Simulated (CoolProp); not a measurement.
Aqueous methanol as a coolant, 14 % by mass, freezing at -9.7 °C, 1 atm.

Model: Melinder's fits for secondary coolants, in CoolProp.

```json
[
 {"T (°C)": "-3.9", "density (kg/m³)": "979.8", "viscosity (mPa s)": "3.33", "cp (kJ/(kg K))": "4.180", "Prandtl number": "28.7"},
 {"T (°C)": "2.5", "density (kg/m³)": "___", "viscosity (mPa s)": "2.57", "cp (kJ/(kg K))": "4.180", "Prandtl number": "21.8"},
 {"T (°C)": "9", "density (kg/m³)": "978.2", "viscosity (mPa s)": "2.03", "cp (kJ/(kg K))": "4.178", "Prandtl number": "___"},
 {"T (°C)": "15.5", "density (kg/m³)": "976.8", "viscosity (mPa s)": "1.64", "cp (kJ/(kg K))": "4.174", "Prandtl number": "13.4"},
 {"T (°C)": "21.9", "density (kg/m³)": "975.0", "viscosity (mPa s)": "1.35", "cp (kJ/(kg K))": "4.167", "Prandtl number": "10.9"},
 {"T (°C)": "28.4", "density (kg/m³)": "972.9", "viscosity (mPa s)": "___", "cp (kJ/(kg K))": "4.158", "Prandtl number": "8.99"},
 {"T (°C)": "34.8", "density (kg/m³)": "970.6", "viscosity (mPa s)": "___", "cp (kJ/(kg K))": "___", "Prandtl number": "___"}
]
```

Complete the blanks.


- 2.5, density (kg/m³): 979.2
- 9, Prandtl number: 16.9
- 28.4, viscosity (mPa s): 1.14
- 34.8, viscosity (mPa s): 0.972
- 34.8, cp (kJ/(kg K)): 4.147
- 34.8, Prandtl number: 7.55
